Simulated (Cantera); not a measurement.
Feed: 1 mol Fe2O3, 0.46 mol CH4, 0.021 mol CO, at 13300 Pa.

These are equilibrium values from Cantera (NASA tables, ideal gas, pure condensed phases), not measurements of a reactor. Candidate condensed phases: C, C6H6, C7H8, C8H18, Fe, Fe(CO)5, FeO, Fe(OH)2, Fe(OH)3, Fe2O3, Fe3O4, H2O; 114 gas species. The tables' stoichiometric FeO is somewhat more stable than real wüstite, so its field is too wide. FeO: taken at fixed stoichiometry. Equilibrium is a limit: real reactors are often held back by kinetics, nucleation or transport. All values below are at 1500 K.

Base state: H2 0.356, H2O 0.301, CO 0.259, CO2 0.0846, H 2.88e-5 (mole fractions); condensed: FeO(s).

Q: What changes in the equilibrium state with this change: Fe2O3 replaced by PbO?

A: 
```csv
species,before,after
H2,0.356,0.290
H2O,0.301,0.245
CO,0.259,0.211
Pb,0,0.184
CO2,0.0846,0.0690
Pb2,0,7.72e-5
PbO,0,5.95e-5
H,2.88e-5,2.60e-5
"FeO(s), mol",2.00,0
"Pb(l), mol",0,0.683
```
Further candidate phases: Pb, PbO, PbO2, Pb3O4.
